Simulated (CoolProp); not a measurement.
The fluid at 298.15 K and 9.32 MPa flows at 0.27 m/s in a round tube of 12.7 mm bore and 0.25 µm roughness, fully developed (64/Re and Nu = 3.66 if laminar; Colebrook and Gnielinski if turbulent). The same conditions are run with several fluids, on thermodynamics alone (safety and materials aside).

Computed with CoolProp (reference Helmholtz-energy equation of state of each fluid (carbon dioxide: Span 1996; R236FA: Pan 2012; R123: Younglove 1994; R125: Lemmon 2005)).

```tsv
fluid	Reynolds number	Darcy friction factor	pressure drop (Pa/m)	heat-transfer coefficient (W/(m² K))	mass flow (kg/h)
carbon dioxide	[?]	0.0223	51.5	1150	[?]
R236FA	14300	[?]	[?]	[?]	172
R123	10900	[?]	129	501	[?]
R125	24500	0.0247	90.3	683	[?]
```

Task: Fill in the missing entries.

Result: 
- carbon dioxide, Reynolds number: 38100
- carbon dioxide, mass flow (kg/h): 99.2
- R236FA, Darcy friction factor: 0.0282
- R236FA, pressure drop (Pa/m): 113
- R236FA, heat-transfer coefficient (W/(m² K)): 595
- R123, Darcy friction factor: 0.0302
- R123, mass flow (kg/h): 183
- R125, mass flow (kg/h): 157

Transport values come from each fluid's own correlations; those of R236FA are estimates that may be off by 10 % or more.
